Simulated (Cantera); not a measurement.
Cantera with NASA thermochemical tables; ideal gases at 1 bar, condensed phases pure. Values are per mole of reaction as written; species without (g) are pure solids or liquids, kept so even where they would boil at 1 bar.

2 SF₄(g) + 4 Mg(g) → S₂(g) + 4 MgF₂, with ΔH° = -3430.6 kJ and ΔS° = -736.4 J/K at 300 K.

Q: How far is the shortcut ΔG° ≈ ΔH°(300 K) − T·ΔS°(300 K) from the full temperature-dependent value at 1150, 1225, 1300, 1375, 1450, 1525, 1600 K?

A: 
| T (K) | shortcut (kJ) | full (kJ) | difference (kJ) | difference in log10 K | condensed phases |
|---|---|---|---|---|---|
| 1150 | -2583.8 | -2621.3 | 37.5 | -1.70 | MgF₂(s) |
| 1225 | -2528.6 | -2572.0 | 43.4 | -1.85 | MgF₂(s) |
| 1300 | -2473.4 | -2523.1 | 49.8 | -2.00 | MgF₂(s) |
| 1375 | -2418.1 | -2474.5 | 56.4 | -2.14 | MgF₂(s) |
| 1450 | -2362.9 | -2426.2 | 63.3 | -2.28 | MgF₂(s) |
| 1525 | -2307.7 | -2378.3 | 70.6 | -2.42 | MgF₂(s) |
| 1600 | -2252.4 | -2340.4 | 88.0 | -2.87 | MgF₂(l) |
The shortcut ignores heat capacities and the phase changes listed.
